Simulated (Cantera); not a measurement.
Input: 1 mol B2H6, a varied amount of N2, at 2200 K and 4.40 mbar.

Equilibrium computed with Cantera from the NASA thermochemical tables; the gas is ideal and each condensed phase is pure. Candidate condensed phases: B, BN; 15 gas species. The feed counts by its element totals alone. Mutual solubility and eutectic melting of coexisting phases are not modelled. Equilibrium is a limit: real reactors are often held back by kinetics, nucleation or transport.

Problem. Which condensed phases are stable at each of these points (n(N2) (mol)): 1, 1.2, 1.5, 1.8, 2.2, 2.6, 3.2, 3.9, 4.7, 5.7, 7, 8.4?

Solution. 
| n(N2) (mol) | condensed phases | B condensed (%) |
|---|---|---|
| 1 | B(s) | 99.7 |
| 1.2 | B(s) | 99.7 |
| 1.5 | B(s) | 99.7 |
| 1.8 | B(s) | 99.6 |
| 2.2 | B(s) + BN(s) | 99.6 |
| 2.6 | B(s) + BN(s) | 99.6 |
| 3.2 | BN(s) | 99.6 |
| 3.9 | BN(s) | 99.6 |
| 4.7 | BN(s) | 99.6 |
| 5.7 | BN(s) | 99.6 |
| 7 | BN(s) | 99.6 |
| 8.4 | BN(s) | 99.6 |

From 1 mol N2 to 1.8 mol N2 the condensed part is B(s). From 2.2 mol N2 to 2.6 mol N2 the condensed part is B(s) + BN(s). From 3.2 mol N2 to 8.4 mol N2 the condensed part is BN(s).
